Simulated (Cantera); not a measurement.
## Thermodynamics of boron, boron nitride and boron oxide, feed BCl3 + O2

Feed: 1 mol BCl3, 1.9 mol O2, held at 1348 K and 0.250 bar.

These are equilibrium values from Cantera (NASA tables, ideal gas, pure condensed phases), not measurements of a reactor. Candidate condensed phases: B, B2O3; 18 gas species. The tables' values for BOCl are old estimates; treat these amounts as uncertain. Kinetics and transport are ignored.

```yaml
x(Cl2): 0.544
x(O2): 0.428
x(Cl): 0.0277
x(ClO): 0.000276
x(BOCl): 1.81e-5
x(BCl3): 5.15e-6
x(B2O3): 2.67e-6
x(B3O3Cl3): 1.63e-6
x(BO2): 1.29e-6
n(B2O3(l)): 0.500 mol
gas_amount: 2.687 mol
log10 activity of B(s) (absent): -17.56
```
